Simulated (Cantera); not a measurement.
**Thermodynamics of carbothermic reduction, feed MgO + CH₄ + H₂**

A closed system holds: 1 mol MgO, 2.6 mol CH₄, 1.5 mol H₂, held at 13.3 mbar.

Cantera equilibrium calculation (NASA polynomials, part measured and part estimated; ideal gas, pure solids and liquids). Candidate condensed phases: C, C₆H₆, C₇H₈, C₈H₁₈, H₂O, Mg, MgCO₃, MgO, Mg(OH)₂; 116 gas species. The tables' values for MgH are old estimates; treat these amounts as uncertain. Rates play no part.

```json
[
 {"T (K)": "1650", "x H₂": "0.769", "x CO": "0.115", "x Mg": "0.115", "x H": "0.000690", "x C₂H₂ (acetylene)": "3.51e-5", "x MgH": "0.000139", "x CH₄": "1.05e-5", "x C₂H": "1.38e-10", "n C(graphite)": "1.60"},
 {"T (K)": "1700", "x H₂": "0.769", "x CO": "0.115", "x Mg": "0.115", "x H": "0.00112", "x C₂H₂ (acetylene)": "5.64e-5", "x MgH": "0.000145", "x CH₄": "8.64e-6", "x C₂H": "4.59e-10", "n C(graphite)": "1.60"},
 {"T (K)": "1750", "x H₂": "0.768", "x CO": "0.115", "x Mg": "0.115", "x H": "0.00177", "x C₂H₂ (acetylene)": "8.83e-5", "x MgH": "0.000151", "x CH₄": "7.19e-6", "x C₂H": "1.43e-9", "n C(graphite)": "1.60"},
 {"T (K)": "1800", "x H₂": "0.768", "x CO": "0.115", "x Mg": "0.115", "x H": "0.00272", "x C₂H₂ (acetylene)": "0.000135", "x MgH": "0.000157", "x CH₄": "6.04e-6", "x C₂H": "4.17e-9", "n C(graphite)": "1.60"},
 {"T (K)": "1850", "x H₂": "0.766", "x CO": "0.115", "x Mg": "0.115", "x H": "0.00408", "x C₂H₂ (acetylene)": "0.000200", "x MgH": "0.000163", "x CH₄": "5.12e-6", "x C₂H": "1.15e-8", "n C(graphite)": "1.60"},
 {"T (K)": "1900", "x H₂": "0.764", "x CO": "0.115", "x Mg": "0.114", "x H": "0.00601", "x C₂H₂ (acetylene)": "0.000292", "x MgH": "0.000168", "x CH₄": "4.38e-6", "x C₂H": "3.00e-8", "n C(graphite)": "1.59"},
 {"T (K)": "1950", "x H₂": "0.762", "x CO": "0.114", "x Mg": "0.114", "x H": "0.00867", "x C₂H₂ (acetylene)": "0.000416", "x MgH": "0.000173", "x CH₄": "3.77e-6", "x C₂H": "7.45e-8", "n C(graphite)": "1.59"},
 {"T (K)": "2000", "x H₂": "0.759", "x CO": "0.114", "x Mg": "0.114", "x H": "0.0123", "x C₂H₂ (acetylene)": "0.000583", "x MgH": "0.000178", "x CH₄": "3.26e-6", "x C₂H": "1.76e-7", "n C(graphite)": "1.59"},
 {"T (K)": "2050", "x H₂": "0.754", "x CO": "0.114", "x Mg": "0.114", "x H": "0.0171", "x C₂H₂ (acetylene)": "0.000801", "x MgH": "0.000183", "x CH₄": "2.83e-6", "x C₂H": "4.00e-7", "n C(graphite)": "1.59"},
 {"T (K)": "2100", "x H₂": "0.748", "x CO": "0.114", "x Mg": "0.113", "x H": "0.0233", "x C₂H₂ (acetylene)": "0.00108", "x MgH": "0.000187", "x CH₄": "2.46e-6", "x C₂H": "8.72e-7", "n C(graphite)": "1.58"},
 {"T (K)": "2150", "x H₂": "0.741", "x CO": "0.113", "x Mg": "0.113", "x H": "0.0314", "x C₂H₂ (acetylene)": "0.00144", "x MgH": "0.000190", "x CH₄": "2.15e-6", "x C₂H": "1.83e-6", "n C(graphite)": "1.57"},
 {"T (K)": "2200", "x H₂": "0.731", "x CO": "0.113", "x Mg": "0.112", "x H": "0.0417", "x C₂H₂ (acetylene)": "0.00187", "x MgH": "0.000193", "x CH₄": "1.87e-6", "x C₂H": "3.70e-6", "n C(graphite)": "1.57"},
 {"T (K)": "2250", "x H₂": "0.719", "x CO": "0.112", "x Mg": "0.112", "x H": "0.0546", "x C₂H₂ (acetylene)": "0.00241", "x MgH": "0.000195", "x CH₄": "1.63e-6", "x C₂H": "7.25e-6", "n C(graphite)": "1.56"}
]
```
x: gas mole fraction; n: condensed amount in mol.

From 1650 K to 2250 K the condensed part is C(graphite). The main Mg-bearing gas is Mg throughout.
